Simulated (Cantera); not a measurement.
## Ignition delay

Mixture: CH₃OH : O₂ : N₂ : H₂O = 1 : 1.69 : 10.4 : 0.48 (molar parts), equivalence ratio 0.89, at 1000000 Pa, adiabatic and at constant volume. Ignition delay is the time to a rise of 400 K.

Model: GRI-Mech 3.0 (53 species, 325 reactions), integrated in Cantera. GRI-Mech 3.0 was tuned for natural gas; its chemistry of methanol as a main component is partial and can be far from experiment.

```
T0 (K)  delay (ms)
------  ----------
1000          94.4
1050          29.4
1100          10.2
1150          3.85
1200          1.58
1250         0.703
```

| Item | Result |
|---|---|
| apparent activation energy between 1150 and 1250 K | 200 kJ/mol |
